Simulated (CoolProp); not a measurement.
Vapour-liquid equilibrium of n-heptane (1) + ethylbenzene (2) at 384.9 K; x and y are mole fractions of (1).

Model: multi-fluid Helmholtz-energy mixture model, Span 2003 and Zhou 2012; pair parameters Bell 2016, in CoolProp.

```tsv
x	bubble pressure (bar)	y at the bubble point	dew pressure at overall composition x (bar)	liquid density (mol/L)
0.05	0.5718	0.164	0.5204	7.304
0.15	0.7003	0.381	0.5649	7.147
0.25	0.8143	0.521	0.6171	6.995
0.35	0.9173	0.622	0.6790	6.848
0.45	1.012	0.701	0.7530	6.705
0.55	1.102	0.767	0.8420	6.567
0.65	1.187	0.825	0.9494	6.433
0.75	1.271	0.878	1.077	6.304
0.85	1.353	0.928	1.226	6.180
0.95	1.435	0.976	1.391	6.059
```

No azeotrope shows between x = 0.05 and 0.95.

The pair parameters rest on a limited set of measurements; away from them the model extrapolates.
